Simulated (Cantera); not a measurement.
Feed: 1 mol B2O3, 2.6 mol N2, 1.5 mol H2, equilibrated at 1200 °C and 11.0 mbar.

Method: chemical equilibrium by Gibbs-energy minimisation in Cantera with the NASA 1993 tables (ideal gas, pure condensed phases). Candidate condensed phases: B, BN, B2O3, B3O3H3, H2O; 39 gas species. N2 is the only nitrogen source here; it is nearly inert below about 1500 K, so the nitride shown seldom forms there in practice. Mutual solubility and eutectic melting of coexisting phases are not modelled. Equilibrium is a limit: real reactors are often held back by kinetics, nucleation or transport.

Base state: N2 0.631, H2 0.361, HBO2 0.00422, HBO 0.00129, B2O3 0.00112, H2O 0.000543, H 7.25e-5, B2O2 3.71e-5 (mole fractions); condensed: BN(s) + B2O3(l).

Task: What changes in the equilibrium state with this change: temperature from 1200 °C to 600 °C?

Result: 
```
species         before     after
------------  --------  --------
N2               0.631     0.634
H2               0.361     0.365
H2O           0.000543  0.000702
HBO2           0.00422   3.09e-7
HBO            0.00129     <1e-9
B2O3           0.00112     <1e-9
BN(s), mol     0.00539   0.00192
B2O3(l), mol     0.981     0.999
```

Task: What changes in the equilibrium state with this change: B2O3 replaced by BCl3?

Result: 
```json
[
 {"species": "HCl", "before": "0", "after": "0.542"},
 {"species": "N2", "before": "0.631", "after": "0.419"},
 {"species": "H2", "before": "0.361", "after": "0.0228"},
 {"species": "BCl3", "before": "0", "after": "0.0151"},
 {"species": "HBO2", "before": "0.00422", "after": "0"},
 {"species": "HBO", "before": "0.00129", "after": "0"},
 {"species": "B2O3", "before": "0.00112", "after": "0"},
 {"species": "H2O", "before": "0.000543", "after": "0"},
 {"species": "Cl", "before": "0", "after": "0.000351"},
 {"species": "BN(s), mol", "before": "0.00539", "after": "0.923"},
 {"species": "B2O3(l), mol", "before": "0.981", "after": "0"}
]
```
The tables' values for BCl2 are old estimates; treat these amounts as uncertain. Gases not in the tables: BHCl2. Further candidate phases: NH4Cl.
